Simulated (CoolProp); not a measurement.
Aqueous ethanol as a coolant, 50 % by mass, freezing at -37.6 °C, 1 atm.

The numbers come from the Melinder's fits for secondary coolants in CoolProp.

```csv
T (°C),cp (kJ/(kg K)),density (kg/m³),conductivity (W/(m K)),Prandtl number
-14.3,3.457,940.6,0.308,158
-9.6,3.518,936.9,0.310,?
-5,3.575,933.3,0.311,96.8
-0.3,?,929.6,0.312,77.5
4.3,3.680,926.0,0.313,63.3
8.9,3.727,922.4,0.314,52.3
13.6,3.771,918.7,0.316,43.5
18.2,?,915.0,0.317,36.7
22.8,3.846,911.3,0.318,31.3
27.5,?,907.6,0.319,26.7
32.1,3.905,903.9,0.320,23.0
```

**Question.** What belongs in the gaps?

**Answer.** 
- -9.6, Prandtl number: 122
- -0.3, cp (kJ/(kg K)): 3.630
- 18.2, cp (kJ/(kg K)): 3.810
- 27.5, cp (kJ/(kg K)): 3.878
